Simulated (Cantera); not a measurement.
A freely propagating, adiabatic, planar premixed flame of CH3OH : O2 : N2 = 1 : 1.5 : 5.64 (molar parts), equivalence ratio 1.0, unburnt at 300 K and 1000000 Pa; mixture-averaged transport, grid criteria slope 0.08 and curve 0.16, no radiation.

Cantera simulation using GRI-Mech 3.0 (53 species, 325 reactions); the numbers are that mechanism's predictions, not measurements. GRI-Mech 3.0 was tuned for natural gas; its chemistry of methanol as a main component is partial and can be far from experiment. Burning velocities carry a grid error of a few per cent, more on coarse grids.

x: mole fraction of selected species; z is measured from the peak of heat release.

```csv
z (mm),T (K),u (m/s),x CH3OH,x O2,x CH2,x H,x CH3,x NO2
-0.198,300,0.209,0.123,0.184,<1e-8,<1e-8,<1e-8,<1e-8
-0.132,302,0.211,0.123,0.184,<1e-8,<1e-8,<1e-8,<1e-8
-0.0988,311,0.218,0.122,0.183,<1e-8,<1e-8,<1e-8,1.51e-8
-0.0659,[?],0.277,0.118,0.175,<1e-8,<1e-8,<1e-8,[?]
-0.0329,839,0.613,0.0854,0.136,<1e-8,<1e-8,<1e-8,1.40e-6
-0.0165,1258,0.942,0.0459,0.0960,<1e-8,4.61e-6,5.09e-7,1.79e-6
0,[?],1.31,[?],[?],[?],[?],[?],[?]
0.0165,1930,1.47,2.74e-6,0.0268,1.46e-7,0.00188,2.36e-6,1.76e-8
0.0329,2035,1.54,<1e-8,0.0178,<1e-8,0.00164,9.31e-8,1.87e-8
0.0659,2133,1.60,<1e-8,0.0115,<1e-8,0.000968,<1e-8,2.06e-8
0.132,2202,1.64,<1e-8,0.00756,<1e-8,0.000468,<1e-8,2.07e-8
0.263,2241,1.67,<1e-8,0.00522,<1e-8,0.000239,<1e-8,1.91e-8
0.527,2261,1.68,<1e-8,0.00402,<1e-8,0.000153,<1e-8,1.91e-8
```

Q: What belongs in the gaps?

A: 
- -0.0659, T (K): 392
- -0.0659, x NO2: 1.91e-7
- 0, T (K): 1715
- 0, x CH3OH: 0.00365
- 0, x O2: 0.0507
- 0, x CH2: 1.25e-6
- 0, x H: 0.000653
- 0, x CH3: 2.86e-5
- 0, x NO2: 2.47e-7
